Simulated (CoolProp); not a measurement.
Values from CoolProp's reference Helmholtz-energy equation of state, Lemmon 2006. It is a short technical equation, of lower accuracy than the large ones.

**Question.** Give the vapour pressure (kPa), vapour density (kg/m³), enthalpy of vaporisation (kJ/kg), liquid viscosity (µPa s) of saturated C3F8 (R218) at 255.7 K.

**Answer.** 
```json
[
 {"T (K)": "255.7", "p (kPa)": "225", "vapour density (kg/m³)": "21.9", "enthalpy of vaporisation (kJ/kg)": "97.6", "liquid viscosity (µPa s)": "320"}
]
```

Viscosity comes from a separate model (Huber 2003), an estimate that may be off by 10 % or more.
